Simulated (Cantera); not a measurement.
Charge: 1 mol SiC, 0.064 mol O₂, 5.9 mol H₂, 0.011 mol CO₂, equilibrated at 2100 K and 133 Pa.

These are equilibrium values from Cantera (NASA tables, ideal gas, pure condensed phases), not measurements of a reactor. Candidate condensed phases: C, C₆H₆, C₇H₈, C₈H₁₈, H₂O, Si, SiC, SiO₂; 123 gas species. Gases not in the tables: Si₂H₆ and higher silanes. The numbers say what is thermodynamically allowed, not how fast it happens.

Q: What is the equilibrium state?

A: 
```json
{
  "x(H₂)": "0.877",
  "x(H)": "0.0799",
  "x(CO)": "0.0219",
  "x(Si)": "0.0183",
  "x(SiO)": "0.00140",
  "x(Si₂C)": "0.000748",
  "x(SiH)": "0.000339",
  "x(C₂H₂ (acetylene))": "0.000231",
  "x(SiC₂)": "0.000215",
  "n(SiC(s))": "0.859 mol",
  "gas_amount": "6.432 mol",
  "log10 activity of C(graphite) (absent)": "-0.37",
  "log10 activity of Si(l) (absent)": "-0.74"
}
```
